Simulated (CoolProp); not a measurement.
The numbers come from the reference Helmholtz-energy equation of state, Smukala 2000 in CoolProp.

Task: For ethylene, give the phase and the density (kg/m³), Joule-Thomson coefficient (K/MPa) at -56.15 °C and 42 bar; -56.15 °C and 210 bar.

Result: 
- -56.15 °C and 42 bar: liquid; density 499, Joule-Thomson coefficient -0.195
- -56.15 °C and 210 bar: liquid; density 526, Joule-Thomson coefficient -0.366
